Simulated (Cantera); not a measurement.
An isothermal plug-flow reactor at 800 K and 480000 Pa (inlet), inlet velocity 0.95 m/s, active area per volume 260 1/m; feed CO : O2 : N2 = 0.0077 : 0.019 : 0.79 (molar parts).

Computed with Cantera and Deutschmann's 1995 Pt surface mechanism with GRI-Mech 3.0 gas chemistry. Catalytic surfaces can have several steady states; this one follows from the mechanism file's or the stated starting coverage. Mass transfer to the wall is taken as infinitely fast.

What does this change do: pressure from 480000 Pa to 260000 Pa?


| quantity | before | after |
|---|---|---|
| x(CO) at z = 0.035 m | 9.51e-6 | 5.10e-7 |
| x(O2) at z = 0.035 m | 0.0186 | 0.0186 |
| x(H2O) at z = 0.035 m | <1e-12 | <1e-12 |
| x(CO2) at z = 0.035 m | 0.00946 | 0.00947 |
| θ(free Pt) at the exit | 0.0386 | 0.0492 |
| θ(O*) at the exit | 0.961 | 0.951 |

What does this change do: N2 0.79 to 1.7 parts?


| quantity | before | after |
|---|---|---|
| x(CO) at z = 0.035 m | 9.51e-6 | 1.05e-7 |
| x(O2) at z = 0.035 m | 0.0186 | 0.00879 |
| x(H2O) at z = 0.035 m | <1e-12 | <1e-12 |
| x(CO2) at z = 0.035 m | 0.00946 | 0.00447 |
| θ(free Pt) at the exit | 0.0386 | 0.0520 |
| θ(O*) at the exit | 0.961 | 0.948 |
